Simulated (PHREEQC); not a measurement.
Dissolve 4.9 mol NaCl, 0.18 mol Na2SO4 and 0.4 mol MgCl2 per kg of water at 20 °C. Closed to the air; pH follows from the charge balance.

Equilibrium calculation in PHREEQC: Pitzer model, pitzer.dat.

### Question
The ionic strength comes out as 6.64 mol/kgw. What activity coefficients do Cl-, SO4-2, Na+, Mg+2 get?

### Answer
Cl- 0.62, SO4-2 0.0061, Na+ 1.7, Mg+2 5.8. Single-ion values are on the MacInnes scale.

This is a speciation only: nothing precipitates in the calculation.
